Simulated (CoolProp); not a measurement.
Properties of octamethyltrisiloxane (MDM) along the isotherm 575 K.

Computed with CoolProp (reference Helmholtz-energy equation of state, Thol 2017).

```json
[
 {"p (kPa)": "1800", "phase": "supercritical", "Z": "0.2508", "fugacity coefficient": "0.5967"},
 {"p (kPa)": "3590", "phase": "supercritical", "Z": "0.3737", "fugacity coefficient": "0.3669"},
 {"p (kPa)": "5390", "phase": "supercritical", "Z": "0.5211", "fugacity coefficient": "0.2925"},
 {"p (kPa)": "7190", "phase": "supercritical", "Z": "0.6646", "fugacity coefficient": "0.2599"},
 {"p (kPa)": "8980", "phase": "supercritical", "Z": "0.8035", "fugacity coefficient": "0.2449"},
 {"p (kPa)": "10800", "phase": "supercritical", "Z": "0.9416", "fugacity coefficient": "0.2391"},
 {"p (kPa)": "12600", "phase": "supercritical", "Z": "1.076", "fugacity coefficient": "0.2393"},
 {"p (kPa)": "14400", "phase": "supercritical", "Z": "1.207", "fugacity coefficient": "0.2439"}
]
```
